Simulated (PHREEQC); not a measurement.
NH3 is added in steps, without added water, to 1 kg of water holding 4.7 mmol/kgw NaHSO4, 0.8 mmol/kgw KOH and 58 mmol/kgw KCl, at 45 °C. Oxygen is held at 0.21 atm. No CO2 enters from the air. The run lets Halite, Sylvite precipitate or redissolve, and no other solid.

Base run: PHREEQC, ion-association model, phreeqc.dat. Each further column changes one thing. The table gives pH.

```
NH3 added (mol)  base  temperature from 45 to 35 °C  NaHSO4 from 0.0047 to 0.00517 mol/kgw  no solid may form
---------------  ----  ----------------------------  -------------------------------------  -----------------
0                2.57                          2.56                                   2.53               2.57
0.00067          2.66                          2.64                                   2.60               2.66
0.00134          2.76                          2.74                                   2.69               2.76
0.001675         2.82                          2.80                                   2.74               2.82
0.002345         2.98                          2.96                                   2.87               2.98
0.003015         3.22                          3.21                                   3.05               3.22
0.003685         3.84                          3.82                                   3.34               3.84
0.004355         7.86                          8.14                                   4.99               7.86
0.005025         8.26                          8.53                                   7.97               8.26
0.00536          8.37                          8.64                                   8.15               8.37
0.00603          8.53                          8.81                                   8.38               8.53
0.0067           8.65                          8.93                                   8.52               8.65
```

Away from 25 °C the constants follow the database's enthalpies or fits; those with neither stay at their 25 °C values.
